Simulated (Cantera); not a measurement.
# Adiabatic ignition

An adiabatic, constant-pressure homogeneous reactor starts with 16.2 % CH4, 1.18 % C2H6, 17.3 % O2, 65.3 % N2, equivalence ratio 2.1, at 1775 K and 61000 Pa.

Detailed kinetics in Cantera: GRI-Mech 3.0 (53 species, 325 reactions).

```
t (s)     T (K)     x CH4    x C2H6      x O2      x CO    x C2H2      x NO
--------  -----  --------  --------  --------  --------  --------  --------
5.00e-6    1767     0.161    0.0107     0.173   4.59e-6   6.20e-8  2.13e-12
1.42e-5    1758     0.159   0.00889     0.171  0.000158   4.19e-6  4.39e-11
4.06e-5    1793     0.140   0.00496     0.158   0.00521  0.000272   1.56e-9
0.000116   2707  0.000706   4.21e-8  0.000109     0.129   0.00519   9.55e-5
0.000329   2695   4.43e-6  1.56e-12   2.64e-5     0.139   1.38e-5  0.000425
0.000937   2649  1.02e-11    <1e-12   5.79e-5     0.139    <1e-12  0.000532
0.00267    2624  4.52e-12    <1e-12   8.09e-5     0.138    <1e-12  0.000500
0.00760    2623  4.36e-12    <1e-12   8.24e-5     0.138    <1e-12  0.000474
0.0216     2623  4.36e-12    <1e-12   8.25e-5     0.138    <1e-12  0.000464
0.0616     2623  4.36e-12    <1e-12   8.25e-5     0.138    <1e-12  0.000464
0.176      2623  4.36e-12    <1e-12   8.25e-5     0.138    <1e-12  0.000464
0.500      2623  4.36e-12    <1e-12   8.25e-5     0.138    <1e-12  0.000464
```
x: mole fraction; the columns are a selection and need not sum to one.

```
Property                                                               Value
---------------------------------  -----------------------------------------
time of steepest temperature rise                                    89.4 µs
temperature at 0.500 s                                                2623 K
equilibrium temperature                                               2623 K
x(CH4) at 0.500 s                  4.36e-12 (gas-phase equilibrium 4.88e-12)
x(C2H6) at 0.500 s                     <1e-12 (gas-phase equilibrium <1e-12)
x(O2) at 0.500 s                     8.25e-5 (gas-phase equilibrium 8.25e-5)
```
